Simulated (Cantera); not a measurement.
Feed: 1 mol (CH₃)₂SiCl₂, 0.0044 mol C₃H₈, 91 mol H₂, held at 1398.15 K and 7.50 Torr.

These are equilibrium values from Cantera (NASA tables, ideal gas, pure condensed phases), not measurements of a reactor. The feed counts by its element totals alone. The numbers say what is thermodynamically allowed, not how fast it happens.

```json
[
 {"species": "H₂", "before": "0.979", "after": "0.977"},
 {"species": "HCl", "before": "0.0210", "after": "0.0209"},
 {"species": "H", "before": "4.69e-5", "after": "0.00180"},
 {"species": "SiCl₂", "before": "6.33e-6", "after": "2.59e-5"},
 {"species": "C₂H₂ (acetylene)", "before": "2.40e-6", "after": "8.84e-5"},
 {"species": "Cl", "before": "8.30e-7", "after": "2.99e-5"},
 {"species": "CH₄", "before": "4.18e-5", "after": "9.60e-6"},
 {"species": "C(graphite), mol", "before": "1.01", "after": "0.998"},
 {"species": "SiC(s), mol", "before": "0.999", "after": "0.997"}
]
```
Gas species are given as mole fractions.

Question: Name the change that produced these shifts.
A) temperature from 1398.15 K to 2623 K
B) pressure from 7.50 Torr to 503 Torr
C) temperature from 1398.15 K to 1723 K
D) temperature from 1398.15 K to 2248 K

Answer: C, temperature from 1398.15 K to 1723 K
